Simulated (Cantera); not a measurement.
A Cantera script and what it prints.

```python
import numpy as np
import cantera as ct

gas_names = """
    C CO CO2 C2 C2O C3 C3O2 C4 C5 O O2 O3 Si SiC SiC2 SiO SiO2 Si2 Si2C Si3
""".split()
cond_names = """
    C(gr) Si(cr) Si(L) SiC(b) SiO2(Lqz) SiO2(hqz) SiO2(L)
""".split()


# ... load() reads the species with a 1 bar reference pressure and builds the phases ...
atoms = {
    'Si': {'Si': 1},
    'O2': {'O': 2},
    'CO': {'C': 1, 'O': 1},
}
top_T = {'C(gr)': 4500, 'SiC(b)': 3050}  # K; cautious upper limits of use, not melting points


# ... equilibrate(T, P, feed) seeds the gas with the atoms and calls Mixture.equilibrate('TP', solver="vcs", rtol=1e-11, max_steps=5000) ...
results = []
feed = {'Si': 1, 'O2': 0.061, 'CO': 6.2}  # mol
P = 54  # Pa
for T in [650, 750, 850, 950, 1050, 1150, 1250, 1350]:
    mix = equilibrate(T, P, feed)
    results.append((T, P, feed, dict(zip(mix.species_names, mix.species_moles))))

top = {s: max(r[3][s] / sum(r[3][g] for g in gas_names) for r in results) for s in gas_names}
cols = sorted((s for s in top if top[s] > 1e-05), key=lambda s: -top[s])[:9]
seen = [c for c in cond_names if any(r[3].get(c, 0) > 1e-12 for r in results)]
print("log10 of partial pressures in bar; condensed amounts in mol")
print(f"{'T/K':>10s}" + "".join(f"{s[:9]:>10s}" for s in cols + seen))
for T, P, feed, n in results:
    ng = sum(n[g] for g in gas_names)
    print(f"{T:10.4g}" + "".join(f"{np.log10(max(n[s] / ng * P / 1e5, 1e-99)):10.3f}" for s in cols)
          + "".join(f"{n.get(c, 0):10.4g}" for c in seen))
```

It prints:

```
log10 of partial pressures in bar; condensed amounts in mol
       T/K        CO       CO2       SiO     C(gr)    SiC(b) SiO2(Lqz) SiO2(hqz)
       650    -3.980    -3.361   -33.401     3.807         0         1         0
       750    -3.362    -3.978   -26.566     2.583         0         1         0
       850    -3.273    -5.212   -20.976     1.927         0         0         1
       950    -3.268    -6.312   -16.516     1.882         0         0         1
      1050    -3.268    -7.205   -12.914     1.878         0         0         1
      1150    -3.268    -7.939    -9.948     1.878         0         0         1
      1250    -3.268    -8.552    -7.465     1.878         0         0    0.9997
      1350    -3.269    -8.765    -5.664         0    0.6185         0     0.359
```

These are equilibrium values from Cantera (NASA tables, ideal gas, pure condensed phases), not measurements of a reactor. Mutual solubility and eutectic melting of coexisting phases are not modelled. The tables hold silica as quartz up to 1696 K and as liquid above; real silica turns to tridymite and cristobalite and melts near 1996 K.
